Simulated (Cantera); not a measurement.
Charge: 1 mol Si2H6, 1.6 mol H2O, at 100 Torr.

Cantera equilibrium calculation (NASA polynomials, part measured and part estimated; ideal gas, pure solids and liquids). Candidate condensed phases: H2O, Si, SiO2; 18 gas species. The feed counts by its element totals alone. Each liquid is taken as pure. Mutual solubility and eutectic melting of coexisting phases are not modelled. The tables hold silica as quartz up to 1696 K and as liquid above; real silica turns to tridymite and cristobalite and melts near 1996 K. Gases not in the tables: Si2H6 and higher silanes. Kinetics and transport are ignored.

### Question
Which condensed phases are stable at each of these points (T (K)): 1248, 1323, 1398, 1473, 1548, 1623, 1698, 1773?

### Answer
```csv
T (K),condensed phases,Si condensed (%)
1248,Si(s) + SiO2(β-quartz),100.0
1323,Si(s) + SiO2(β-quartz),100.0
1398,Si(s) + SiO2(β-quartz),99.9
1473,Si(s) + SiO2(β-quartz),99.5
1548,Si(s) + SiO2(β-quartz),97.9
1623,Si(s) + SiO2(β-quartz),92.7
1698,Si(l) + SiO2(condensed),76.7
1773,Si(l) + SiO2(condensed),30.8
```

From 1248 K to 1623 K the condensed part is Si(s) + SiO2(β-quartz). From 1698 K to 1773 K the condensed part is Si(l) + SiO2(condensed).
